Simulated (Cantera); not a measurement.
A closed system holds: 1 mol SiH4, 0.46 mol C2H2, 300 mol H2, equilibrated at 2498 K and 1.00 Torr.

Cantera equilibrium calculation (NASA polynomials, part measured and part estimated; ideal gas, pure solids and liquids). Candidate condensed phases: C, C6H6, C7H8, C8H18, Si, SiC; 87 gas species. Equilibrium is a limit: real reactors are often held back by kinetics, nucleation or transport.

Base state: H2 0.509, H 0.487, Si 0.00237, C2H2 (acetylene) 0.000911, SiC2 0.000102, C2H 6.23e-5, C 4.96e-5, C3 2.46e-5 (mole fractions); condensed: gas only.

### Question
What changes in the equilibrium state with this change: pressure from 1.00 Torr to 398 Torr?

### Answer
```
species             before     after
----------------  --------  --------
H2                   0.509     0.962
H                    0.487    0.0336
Si                 0.00237   0.00223
C2H2 (acetylene)  0.000911   0.00133
CH4                2.13e-8   2.65e-5
SiH2               3.50e-7  0.000246
C3                 2.46e-5   4.20e-8
C                  4.96e-5   1.10e-7
Si2                4.27e-8   1.50e-5
```
Gases not in the tables: Si2H6 and higher silanes.
